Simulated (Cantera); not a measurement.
# Ignition delay

Mixture: 6.28 % CH4, 19.6 % O2, 74.1 % N2, equivalence ratio 0.64, at 1.00 atm, adiabatic and at constant pressure. Ignition delay is the time to a rise of 400 K.

Detailed kinetics in Cantera: GRI-Mech 3.0 (53 species, 325 reactions).

```csv
T0 (K),delay (ms)
1200,36.0
1300,9.29
1400,2.80
1500,0.996
1600,0.418
1700,0.202
1800,0.108
1900,0.0626
2000,0.0386
2100,0.0251
```

```
Property                                                Result
--------------------------------------------------  ----------
apparent activation energy between 1900 and 2100 K  150 kJ/mol
```
